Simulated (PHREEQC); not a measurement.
Solution (25 °C): 150 mmol/kgw NaI, 0.2 mmol/kgw SrCl2 and 3.4 mmol/kgw MgCl2. Closed to the air; pH follows from the charge balance.

Computed with PHREEQC (ion-association model, wateq4f.dat).

The ionic strength is 0.161 mol/kgw.

```json
[
 {"species": "I-", "molality": "0.150", "activity": "0.113", "log γ": "-0.121"},
 {"species": "Na+", "molality": "0.150", "activity": "0.113", "log γ": "-0.122"},
 {"species": "Cl-", "molality": "0.00720", "activity": "0.00524", "log γ": "-0.138"},
 {"species": "Mg+2", "molality": "0.00340", "activity": "0.00123", "log γ": "-0.442"},
 {"species": "Sr+2", "molality": "0.000200", "activity": "6.87e-5", "log γ": "-0.464"},
 {"species": "H+", "molality": "1.55e-7", "activity": "1.25e-7", "log γ": "-0.094"},
 {"species": "OH-", "molality": "1.10e-7", "activity": "7.95e-8", "log γ": "-0.140"},
 {"species": "MgOH+", "molality": "4.56e-8", "activity": "3.54e-8", "log γ": "-0.110"}
]
```

Precipitation was switched off in this run.
